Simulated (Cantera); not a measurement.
What does this Cantera script print?

```python
import numpy as np
import cantera as ct

gas_names = """
    H H2 N NH NH2 NH3 N2 N2H2 N2H4 Si SiH SiH2 SiH3 SiH4 SiN Si2 Si2N Si3
""".split()
cond_names = """
    Si(cr) Si(L) Si3N4(a)
""".split()


def load(file, names, dense=False):
    # The tables refer to 1 bar. Condensed volumes are neglected.
    table = {s.name: s for s in ct.Species.list_from_file(file)}
    out = []
    for n in names:
        d = dict(table[n].input_data)
        d["thermo"] = dict(d["thermo"], **{"reference-pressure": 1e5})
        if dense:
            d["equation-of-state"] = {"model": "constant-volume", "density": "1e6 g/cm^3"}
        out.append(ct.Species.from_dict(d))
    return out


gas = ct.Solution(thermo="ideal-gas", species=load("nasa_gas.yaml", gas_names))
cond = {s.name: ct.Solution(thermo="fixed-stoichiometry", species=[s], name=s.name)
        for s in load("nasa_condensed.yaml", cond_names, dense=True)}
atoms = {
    'SiH4': {'Si': 1, 'H': 4},
    'N2': {'N': 2},
}
top_T = {'Si3N4(a)': 2400}  # K; cautious upper limits of use, not melting points


def equilibrate(T, P, feed):
    n = {}
    for name, mol in feed.items():
        for a, k in atoms[name].items():
            n[a] = n.get(a, 0.0) + k * mol
    gas.TPX = T, P, n
    mass = sum(n.values()) * gas.mean_molecular_weight
    gas.equilibrate("TP")
    valid = [c for c in cond.values() if c.min_temp <= T <= top_T.get(c.name, c.max_temp)]
    mix = ct.Mixture([(gas, mass / gas.mean_molecular_weight)] + [(c, 0.0) for c in valid])
    mix.T, mix.P = T, P
    mix.equilibrate("TP", solver="vcs", rtol=1e-11, max_steps=5000)
    return mix


results = []
T = 1073.15  # K
P = 89000  # Pa
for m in [0.63, 0.98, 1.5, 2.4, 3.7, 5.8, 9, 14, 22, 34, 53, 83]:
    feed = {'SiH4': 1, 'N2': m}  # mol
    mix = equilibrate(T, P, feed)
    results.append((T, P, feed, dict(zip(mix.species_names, mix.species_moles))))

top = {s: max(r[3][s] / sum(r[3][g] for g in gas_names) for r in results) for s in gas_names}
cols = sorted((s for s in top if top[s] > 1e-05), key=lambda s: -top[s])[:9]
seen = [c for c in cond_names if any(r[3].get(c, 0) > 1e-12 for r in results)]
print("log10 of partial pressures in bar; condensed amounts in mol")
print(f"{'n(N2)':>10s}" + "".join(f"{s[:9]:>10s}" for s in cols + seen))
for T, P, feed, n in results:
    ng = sum(n[g] for g in gas_names)
    print(f"{feed['N2']:10.4g}" + "".join(f"{np.log10(max(n[s] / ng * P / 1e5, 1e-99)):10.3f}" for s in cols)
          + "".join(f"{n.get(c, 0):10.4g}" for c in seen))
```

It prints:

```
log10 of partial pressures in bar; condensed amounts in mol
     n(N2)        H2        N2       NH3    Si(cr)  Si3N4(a)
      0.63    -0.051    -9.459    -8.238     0.055     0.315
      0.98    -0.114    -0.919    -4.062         0    0.3333
       1.5    -0.202    -0.582    -4.026         0    0.3333
       2.4    -0.322    -0.384    -4.106         0    0.3333
       3.7    -0.452    -0.271    -4.244         0    0.3333
       5.8    -0.603    -0.193    -4.433         0    0.3333
         9    -0.764    -0.144    -4.650         0    0.3333
        14    -0.935    -0.111    -4.890         0    0.3333
        22    -1.118    -0.090    -5.153         0    0.3333
        34    -1.298    -0.076    -5.417         0    0.3333
        53    -1.485    -0.067    -5.692         0    0.3333
        83    -1.676    -0.061    -5.976         0    0.3333
```

These are equilibrium values from Cantera (NASA tables, ideal gas, pure condensed phases), not measurements of a reactor. N2 is the only nitrogen source here; it is nearly inert below about 1500 K, so the nitride shown seldom forms there in practice. Mutual solubility and eutectic melting of coexisting phases are not modelled.
